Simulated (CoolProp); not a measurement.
Model: reference Helmholtz-energy equation of state, Lemmon 2004, in CoolProp. It is a short technical equation, of lower accuracy than the large ones.

Task: Give the vapour pressure (bar), liquid density (kg/m³), liquid cp (kJ/(kg K)), surface tension (mN/m) of saturated n-dodecane at 72.05, 79.15, 93.45 °C.

Result: 
| T (°C) | p (bar) | liquid density (kg/m³) | liquid cp (kJ/(kg K)) | surface tension (mN/m) |
|---|---|---|---|---|
| 72.05 | 0.00470 | 711 | 2.38 | 20.8 |
| 79.15 | 0.00700 | 706 | 2.41 | 20.2 |
| 93.45 | 0.0148 | 695 | 2.46 | 19.0 |

Surface tension comes from a separate correlation (Mulero 2012).
